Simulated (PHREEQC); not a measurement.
Dissolve 0.82 mol HCl, 0.45 mol K2SO4 and 0.44 mol NaCl per kg of water at 10 °C. Closed to the air; pH follows from the charge balance.

Model: Pitzer model, pitzer.dat, run in PHREEQC.

```tsv
quantity	before	after
pH	0.23	0.63
HSO4- (mol/kgw)	0.297	0.132
SO4-2 (mol/kgw)	0.153	0.0933
SI of Arcanite (K2SO4)	-0.77	-1.27
SI of Sylvite (KCl)	-1.12	-1.69
```

Question: What was changed between the two runs?
A. NaCl from 0.44 to 0.088 mol/kgw
B. temperature from 10 to 60 °C
C. diluted 2-fold with water
D. HCl from 0.82 to 0.902 mol/kgw
E. diluted 10-fold with water

Answer: C, diluted 2-fold with water

This is a speciation only: nothing precipitates in the calculation. In brines, pH and single-ion activities rest on the MacInnes convention. Away from 25 °C the constants follow the database's enthalpies or fits; those with neither stay at their 25 °C values.
